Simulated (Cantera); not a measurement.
An isothermal, constant-pressure homogeneous reactor starts with NO : N2 = 1 : 1.3 (molar parts), at 2048 K and 100.0 Torr. Integrator tolerance rtol = 1e-08.

Cantera simulation using GRI-Mech 3.0 (53 species, 325 reactions); the numbers are that mechanism's predictions, not measurements.

Task: What does this change do: temperature 2048 to 2223 K?

Result: 
```json
[
 {"quantity": "x(NO) at 7.00 s", "before": "0.0247 (gas-phase equilibrium 0.00874)", "after": "0.0132 (gas-phase equilibrium 0.0132)"},
 {"quantity": "x(O) at 7.00 s", "before": "0.00120 (gas-phase equilibrium 0.00122)", "after": "0.00393 (gas-phase equilibrium 0.00393)"},
 {"quantity": "x(NO2) at 7.00 s", "before": "1.42e-5 (gas-phase equilibrium 5.11e-6)", "after": "5.91e-6 (gas-phase equilibrium 5.91e-6)"},
 {"quantity": "x(N2) at 7.00 s", "before": "0.770 (gas-phase equilibrium 0.778)", "after": "0.774 (gas-phase equilibrium 0.774)"},
 {"quantity": "x(N2O) at 7.00 s", "before": "3.58e-7 (gas-phase equilibrium 1.78e-7)", "after": "2.65e-7 (gas-phase equilibrium 2.65e-7)"},
 {"quantity": "x(O2) at 7.00 s", "before": "0.204 (gas-phase equilibrium 0.212)", "after": "0.208 (gas-phase equilibrium 0.208)"}
]
```

Task: What does this change do: temperature 2048 to 2075 K?

Result: 
| quantity | before | after |
|---|---|---|
| x(NO) at 7.00 s | 0.0247 (gas-phase equilibrium 0.00874) | 0.0159 (gas-phase equilibrium 0.00936) |
| x(O) at 7.00 s | 0.00120 (gas-phase equilibrium 0.00122) | 0.00147 (gas-phase equilibrium 0.00148) |
| x(NO2) at 7.00 s | 1.42e-5 (gas-phase equilibrium 5.11e-6) | 8.83e-6 (gas-phase equilibrium 5.23e-6) |
| x(N2) at 7.00 s | 0.770 (gas-phase equilibrium 0.778) | 0.774 (gas-phase equilibrium 0.777) |
| x(N2O) at 7.00 s | 3.58e-7 (gas-phase equilibrium 1.78e-7) | 2.45e-7 (gas-phase equilibrium 1.90e-7) |
| x(O2) at 7.00 s | 0.204 (gas-phase equilibrium 0.212) | 0.209 (gas-phase equilibrium 0.212) |
